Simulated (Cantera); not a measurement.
A perfectly stirred reactor is fed with 6.08 % CH4, 8.85 % O2, 85.1 % N2, equivalence ratio 1.4, at 15.8 atm; it is adiabatic with a 723 K inlet, and is followed from long to short residence time, starting on the burning branch (τ in s: 0.044, 0.021, 0.0098, 0.0046, 0.0022, 0.001, 0.00048, 0.00023, 0.00011, 5.1e-05, 2.4e-05).

Cantera simulation using GRI-Mech 3.0 (53 species, 325 reactions); the numbers are that mechanism's predictions, not measurements. The pressure lies above the range GRI-Mech 3.0 was tuned for (to about 10 atm).

Predict: blow-out, bracketed by the residence times tried; x(CH4) at τ = 44.0 ms; x(O2) at τ = 44.0 ms; x(CH3) at τ = 44.0 ms; x(CH2CO) at τ = 44.0 ms; x(CH2O) at τ = 44.0 ms; x(CH4) at τ = 1.00 ms; x(O2) at τ = 1.00 ms.


| Quantity | Result |
|---|---|
| blow-out, bracketed by the residence times tried | burning at 4.60 ms, out at 2.20 ms |
| x(CH4) at τ = 44.0 ms | 0.00636 |
| x(O2) at τ = 44.0 ms | 0.00190 |
| x(CH3) at τ = 44.0 ms | 4.03e-5 |
| x(CH2CO) at τ = 44.0 ms | 3.61e-5 |
| x(CH2O) at τ = 44.0 ms | 1.84e-5 |
| x(CH4) at τ = 1.00 ms | 0.0608 |
| x(O2) at τ = 1.00 ms | 0.0885 |
